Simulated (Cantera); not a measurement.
Input: 1 mol trisilylamine, a varied amount of N2, equilibrated at 1923 K and 13.3 mbar.

Equilibrium computed with Cantera from the NASA thermochemical tables; the gas is ideal and each condensed phase is pure. Candidate condensed phases: Si, Si3N4; 18 gas species. The feed counts by its element totals alone. The tables' values for SiN are old estimates; treat these amounts as uncertain. Gases not in the tables: Si2H6 and higher silanes. Equilibrium is a limit: real reactors are often held back by kinetics, nucleation or transport.

x: gas mole fraction; n: condensed amount in mol.

| n(N2) (mol) | x N2 | x H2 | x H | x Si | x SiH | n Si(l) |
|---|---|---|---|---|---|---|
| 0.21 | 0.136 | 0.855 | 0.00755 | 0.00127 | 0.000111 | 2.99 |
| 0.41 | 0.167 | 0.824 | 0.00740 | 0.00127 | 0.000109 | 2.99 |
| 0.82 | 0.226 | 0.766 | 0.00714 | 0.00127 | 0.000105 | 2.99 |
| 1.6 | 0.317 | 0.675 | 0.00670 | 0.00127 | 9.88e-5 | 2.99 |
| 3.2 | 0.449 | 0.543 | 0.00601 | 0.00127 | 8.86e-5 | 2.99 |
| 6.4 | … | … | … | 0.00127 | … | 2.98 |
| 13 | 0.747 | 0.247 | 0.00406 | 0.00127 | 5.98e-5 | 2.97 |
| 25 | … | … | … | 0.00127 | … | 2.95 |
| 50 | 0.916 | 0.0804 | 0.00231 | 0.00127 | 3.41e-5 | 2.92 |

Q: Fill in the missing entries.

A: 
- 25, x N2: 0.847
- 25, x H2: 0.148
- 25, x H: 0.00314
- 25, x SiH: 4.62e-5
- 6.4, x N2: 0.603
- 6.4, x H2: 0.391
- 6.4, x H: 0.00510
- 6.4, x SiH: 7.51e-5
